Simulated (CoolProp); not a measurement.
A closed Brayton cycle with carbon dioxide: compressor inlet 326.15 K and 7.8 MPa, high pressure 23.2 MPa, turbine inlet 840 K, compressor efficiency 0.89, turbine efficiency 0.85, recuperator effectiveness 0 (on enthalpy, no pinch check). Each further row changes one setting.

The numbers come from the reference Helmholtz-energy equation of state, Span 1996 in CoolProp.

| case | thermal efficiency (%) | net work (kJ/kg) | compressor to turbine work | compressor exit (K) | turbine exit (K) |
|---|---|---|---|---|---|
| as stated | 14.4 | 78.9 | 0.42 | 420.0 | 716.1 |
| turbine inlet 790 K | 14.3 | 69.7 | (withheld) | 420.0 | 670.4 |
| compressor inlet 336.15 K | (withheld) | (withheld) | 0.47 | 435.1 | 716.1 |
| high pressure 19.7 MPa | (withheld) | 70.2 | 0.40 | (withheld) | 734.1 |
| recuperator effectiveness 0.5 | 20.8 | 78.9 | 0.42 | 420.0 | 716.1 |

Fill in the missing entries.


- turbine inlet 790 K, compressor to turbine work: 0.45
- compressor inlet 336.15 K, thermal efficiency (%): 13.9
- compressor inlet 336.15 K, net work (kJ/kg): 72.8
- high pressure 19.7 MPa, thermal efficiency (%): 12.5
- high pressure 19.7 MPa, compressor exit (K): 405.4
